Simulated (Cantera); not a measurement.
Cantera run:

```python
import numpy as np
import cantera as ct

gas_names = """
    H HNO HNO2 HNO3 HO2 H2 H2O H2O2 N NH NH2 NH3 NH2OH NO NO2 NO3 N2 N2H2 N2H4 N2O O OH O2 O3 V VN VO
    VO2
""".split()
cond_names = """
    H2O(s) H2O(L) V(cr) V(L) VN(s) VO(s) VO(L) V2O3(s) V2O3(L) V2O4(I) V2O4(II) V2O4(L) V2O5(s) V2O5(L)
""".split()


def load(file, names, dense=False):
    # The tables refer to 1 bar. Condensed volumes are neglected.
    table = {s.name: s for s in ct.Species.list_from_file(file)}
    out = []
    for n in names:
        d = dict(table[n].input_data)
        d["thermo"] = dict(d["thermo"], **{"reference-pressure": 1e5})
        if dense:
            d["equation-of-state"] = {"model": "constant-volume", "density": "1e6 g/cm^3"}
        out.append(ct.Species.from_dict(d))
    return out


gas = ct.Solution(thermo="ideal-gas", species=load("nasa_gas.yaml", gas_names))
cond = {s.name: ct.Solution(thermo="fixed-stoichiometry", species=[s], name=s.name)
        for s in load("nasa_condensed.yaml", cond_names, dense=True)}
atoms = {
    'V': {'V': 1},
    'O2': {'O': 2},
    'H2': {'H': 2},
    'NH3': {'N': 1, 'H': 3},
}
top_T = {'VN(s)': 2300}  # K; cautious upper limits of use, not melting points


def equilibrate(T, P, feed):
    n = {}
    for name, mol in feed.items():
        for a, k in atoms[name].items():
            n[a] = n.get(a, 0.0) + k * mol
    gas.TPX = T, P, n
    mass = sum(n.values()) * gas.mean_molecular_weight
    gas.equilibrate("TP")
    valid = [c for c in cond.values() if c.min_temp <= T <= top_T.get(c.name, c.max_temp)]
    mix = ct.Mixture([(gas, mass / gas.mean_molecular_weight)] + [(c, 0.0) for c in valid])
    mix.T, mix.P = T, P
    mix.equilibrate("TP", solver="vcs", rtol=1e-11, max_steps=5000)
    return mix


results = []
feed = {'V': 1, 'O2': 0.32, 'H2': 140, 'NH3': 0.1}  # mol
T = 1175  # K
P = 101325  # Pa
mix = equilibrate(T, P, feed)
results.append((T, P, feed, dict(zip(mix.species_names, mix.species_moles))))
print(gas.report(threshold=0.0001))
for i in range(1, mix.n_phases):
    print(f"{mix.phase(i).name:16s} {mix.phase_moles(i):12.5e} mol")
```

Result:

```
       temperature   1175 K
          pressure   1.0132e+05 Pa
           density   0.020909 kg/m^3
  mean mol. weight   2.016 kg/kmol
   phase of matter   gas

                          1 kg             1 kmol
                     ---------------   ---------------
          enthalpy        1.2915e+07        2.6037e+07  J
   internal energy        8.0692e+06        1.6268e+07  J
           entropy             84849        1.7106e+05  J/K
    Gibbs function       -8.6782e+07       -1.7495e+08  J
 heat capacity c_p             15366             30977  J/K
 heat capacity c_v             11241             22663  J/K

                      mass frac. Y      mole frac. X     chem. pot. / RT
                     ---------------   ---------------   ---------------
                H2                 1                 1           -17.908
     [  +27 minor]        2.6792e-06        4.1484e-07

V(cr)             2.60041e-01 mol
VN(s)             9.99998e-02 mol
VO(s)             6.39959e-01 mol
V2O3(s)           0.00000e+00 mol
V2O4(II)          0.00000e+00 mol
V2O5(L)           0.00000e+00 mol
```

Cantera equilibrium calculation (NASA polynomials, part measured and part estimated; ideal gas, pure solids and liquids). Mutual solubility and eutectic melting of coexisting phases are not modelled. VN, VO: taken at fixed stoichiometry. Condensed phases not in the tables: solid solutions among these carbides, nitrides and lower oxides, V2N, N, O or C dissolved in the metal.
